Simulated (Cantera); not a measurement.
What does this Cantera script print?

```python
import numpy as np
import cantera as ct

gas_names = [...]  # 87 gases of nasa_gas.yaml made of C, H, Si
cond_names = """
    C(gr) C6H6(L) C7H8(L) C8H18(L),n-octa Si(cr) Si(L) SiC(b)
""".split()


# ... load() reads the species with a 1 bar reference pressure and builds the phases ...
atoms = {
    'SiH4': {'Si': 1, 'H': 4},
    'C2H2': {'C': 2, 'H': 2},
    'H2': {'H': 2},
}
top_T = {'C(gr)': 4500, 'SiC(b)': 3050}  # K; cautious upper limits of use, not melting points


# ... equilibrate(T, P, feed) seeds the gas with the atoms and calls Mixture.equilibrate('TP', solver="vcs", rtol=1e-11, max_steps=5000) ...
results = []
feed = {'SiH4': 1, 'C2H2': 0.25, 'H2': 170}  # mol
T = 2500  # K
P = 69000  # Pa
mix = equilibrate(T, P, feed)
results.append((T, P, feed, dict(zip(mix.species_names, mix.species_moles))))
x = sorted(zip(gas.X, gas.species_names), reverse=True)
print(f"T = {T:g} K  P = {P:g} Pa  gas = {mix.phase_moles(0):.4g} mol")
print("   x: " + "  ".join(f"{s} {v:.3e}" for v, s in x if v > 0.0001))
print("   condensed (mol): " + ("  ".join(f"{mix.phase(i).name} {mix.phase_moles(i):.4g}"
      for i in range(1, mix.n_phases) if mix.phase_moles(i) > 1e-12) or "none"))
```

It prints:

```
T = 2500 K  P = 69000 Pa  gas = 175.6 mol
   x: H2 9.638e-01  H 2.971e-02  Si 3.519e-03  C2H2,acetylene 1.119e-03  SiH 7.583e-04  SiH2 5.041e-04  Si2C 3.520e-04
   condensed (mol): none
```

Equilibrium computed with Cantera from the NASA thermochemical tables; the gas is ideal and each condensed phase is pure. Gases not in the tables: Si2H6 and higher silanes.
